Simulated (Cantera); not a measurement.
What does this Cantera script print?

```python
import numpy as np
import cantera as ct

gas = ct.Solution("gri30.yaml")
gas.TPX = 575, 500000, {'CH4': 1, 'C2H6': 0.047, 'O2': 1.27, 'N2': 4.79}
inlet = ct.Reservoir(gas, clone=True)
gas.equilibrate("HP")  # start burning
reactor = ct.IdealGasConstPressureReactor(gas, energy="on", clone=False)
exhaust = ct.Reservoir(gas, clone=True)
tau = [0.48, 0.12, 0.031, 0.0078, 0.002, 0.00051, 0.00013, 3.3e-05, 8.3e-06][0]
for a, b in ((inlet, reactor), (reactor, exhaust)):
    ct.MassFlowController(a, b, mdot=lambda t: reactor.mass / tau)
net = ct.ReactorNet([reactor])
show = ['CH4', 'C2H6', 'O2', 'N2O', 'CH2']

rows = []
print(f"{'tau/s':>10s}{'T/K':>9s}" + "".join(f"{s:>11s}" for s in show))
for tau in [0.48, 0.12, 0.031, 0.0078, 0.002, 0.00051, 0.00013, 3.3e-05, 8.3e-06]:
    net.initial_time = 0.0
    net.advance(30 * tau)
    before = gas.X
    net.advance(40 * tau)
    drift = np.max(np.abs(gas.X - before) / (gas.X + 1e-9))
    rows.append([gas.T, *gas[show].X, drift])
    print(f"{tau:10.3e}{gas.T:9.1f}" + "".join(f"{x:11.3e}" for x in gas[show].X))
```

It prints:

```
     tau/s      T/K        CH4       C2H6         O2        N2O        CH2
 4.800e-01   1965.2  9.868e-04  1.080e-07  2.290e-05  1.082e-09  7.526e-08
 1.200e-01   1973.3  2.336e-03  6.375e-07  8.429e-05  1.553e-09  2.356e-07
 3.100e-02   1984.4  4.317e-03  2.667e-06  2.871e-04  1.777e-09  6.724e-07
 7.800e-03   1993.3  6.871e-03  9.573e-06  9.549e-04  2.729e-09  1.860e-06
 2.000e-03   1987.0  1.001e-02  3.296e-05  3.013e-03  6.064e-09  4.582e-06
 5.100e-04   1927.7  1.558e-02  1.516e-04  1.040e-02  1.939e-08  8.176e-06
 1.300e-04    575.0  1.407e-01  6.613e-03  1.787e-01  3.657e-23  1.547e-35
 3.300e-05    575.0  1.407e-01  6.613e-03  1.787e-01  2.221e-25 -1.436e-36
 8.300e-06    575.0  1.407e-01  6.613e-03  1.787e-01  1.400e-26 -2.614e-37
```

Cantera simulation using GRI-Mech 3.0 (53 species, 325 reactions); the numbers are that mechanism's predictions, not measurements.
